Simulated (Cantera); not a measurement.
Input: 1 mol SiF4, 0.07 mol O3, 13 mol H2, at 1348.15 K and 44.0 mbar.

Method: chemical equilibrium by Gibbs-energy minimisation in Cantera with the NASA 1993 tables (ideal gas, pure condensed phases). Candidate condensed phases: H2O, Si, SiO2; 38 gas species. The tables' values for SiF3 are old estimates; treat these amounts as uncertain. The tables hold silica as quartz up to 1696 K and as liquid above; real silica turns to tridymite and cristobalite and melts near 1996 K. Equilibrium is a limit: real reactors are often held back by kinetics, nucleation or transport.

### Question
What is the equilibrium state?

### Answer
```
Item                                 Result
--------------------------------  ---------
x(H2)                                 0.906
x(SiF4)                              0.0630
x(HF)                                0.0298
x(SiF3)                            0.000324
x(H2O)                             0.000293
x(SiHF3)                           0.000279
x(H)                                1.05e-5
x(SiF2)                             1.28e-6
n(SiO2(β-quartz))                 0.103 mol
gas amount                        14.11 mol
log10 activity of Si(s) (absent)      -5.56
```
